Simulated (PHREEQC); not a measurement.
Dissolve 28 mmol/kgw HF, 16 mmol/kgw NaF, 94 mmol/kgw H2SiF6 and 0.33 mmol/kgw H2SO4 at 25 °C. Closed to the air; pH follows from the charge balance.

Computed with PHREEQC (ion-association model, phreeqc.dat).

Each row changes one thing in this solution. Precipitation was switched off in this run.

```tsv
case	pH	ionic strength (mol/kgw)	HF (mol/kgw)	F- (mol/kgw)	HSO4- (mol/kgw)	SO4-2 (mol/kgw)	SI of Quartz (SiO2)
as made	0.87	0.283	0.0435	0.000337	0.000270	5.87e-5	-2.49
temperature from 25 to 15 °C	0.87	0.283	0.0435	0.000398	0.000260	6.84e-5	-3.20
NaF replaced by NaHCO3 at the same molality	0.87	0.283	0.0278	0.000215	0.000270	5.87e-5	-1.32
H2SO4 replaced by KHSO4 at the same molality	0.87	0.283	0.0435	0.000338	0.000270	5.87e-5	-2.50
diluted 100-fold with water	2.77	0.00254	0.00176	0.000735	?	2.89e-6	+0.52
H2SO4 from 0.00033 to 0.000165 mol/kgw	0.87	0.283	0.0435	0.000337	0.000135	2.93e-5	-2.49
NaF from 0.016 to 0.008 mol/kgw	0.85	0.283	0.0357	0.000264	?	5.66e-5	?
```

### Question
What belongs in the gaps?

### Answer

- diluted 100-fold with water, HSO4- (mol/kgw): 4.04e-7
- NaF from 0.016 to 0.008 mol/kgw, HSO4- (mol/kgw): 0.000273
- NaF from 0.016 to 0.008 mol/kgw, SI of Quartz (SiO2): -1.93

Some of these states are supersaturated (in Quartz (slow to form), Chalcedony (slow to form), for instance). SiF6-2 is the database's only silicon fluoride.
